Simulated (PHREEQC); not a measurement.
Solution (25 °C): 0.00011 mol HCl, 2.3e-05 mol LiCl and 0.0021 mol NiSO4 per kg of water. Closed to the air; pH follows from the charge balance.

All values are PHREEQC results (ion-association model, wateq4f.dat), not measurements.

No solid was allowed to form.

Problem. Estimate the pH, ionic strength.

Solution. pH 4.04; ionic strength 0.00729 mol/kgw.

Problem. In which forms is S present?

Solution. SO4-2 85 %, NiSO4 15 %, HSO4- 0.6 % of the S.

Complexes and solids missing from the database can't appear.
